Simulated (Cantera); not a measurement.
## Low-pressure radical oxidation in H2/O2

An isothermal, constant-pressure homogeneous reactor starts with H2 : O2 = 0.02 : 1 (molar parts), equivalence ratio 0.010, at 1050 K and 0.0263 atm.

Computed with Cantera and GRI-Mech 3.0 (53 species, 325 reactions). Radical loss at walls, strong at low pressure, is not modelled.

| t (s) | x H2 | x O2 | x O | x H | x H2O2 |
|---|---|---|---|---|---|
| 3.00e-5 | 0.0196 | 0.980 | 1.07e-11 | 3.13e-11 | <1e-12 |
| 8.66e-5 | 0.0196 | 0.980 | 6.77e-11 | 6.73e-11 | <1e-12 |
| 0.000250 | 0.0196 | 0.980 | 4.14e-10 | 1.76e-10 | <1e-12 |
| 0.000721 | 0.0196 | 0.980 | 4.73e-9 | 1.32e-9 | <1e-12 |
| 0.00208 | 0.0196 | 0.980 | 1.08e-6 | 2.85e-7 | 6.77e-12 |
| 0.00600 | 0.00159 | 0.969 | 0.00941 | 0.00270 | 2.83e-7 |
| 0.0173 | 8.58e-5 | 0.975 | 0.00486 | 0.000440 | 7.77e-8 |
| 0.0500 | 1.93e-5 | 0.979 | 0.00116 | 4.91e-5 | 6.69e-8 |
| 0.144 | 2.90e-6 | 0.980 | 0.000186 | 3.15e-6 | 4.64e-8 |
| 0.416 | 3.95e-7 | 0.980 | 2.76e-5 | 1.81e-7 | 2.26e-8 |
| 1.20 | 6.17e-8 | 0.980 | 4.70e-6 | 1.28e-8 | 8.13e-9 |
| 3.47 | 1.21e-8 | 0.980 | 9.97e-7 | 1.25e-9 | 2.57e-9 |
| 10.0 | 2.94e-9 | 0.980 | 2.54e-7 | 1.62e-10 | 8.04e-10 |
x: mole fraction; the columns are a selection and need not sum to one.

Equilibrium at this temperature and pressure: H2 4.46e-11, O2 0.980, O 4.08e-9, H <1e-12, H2O2 1.66e-11 (gas phase only).
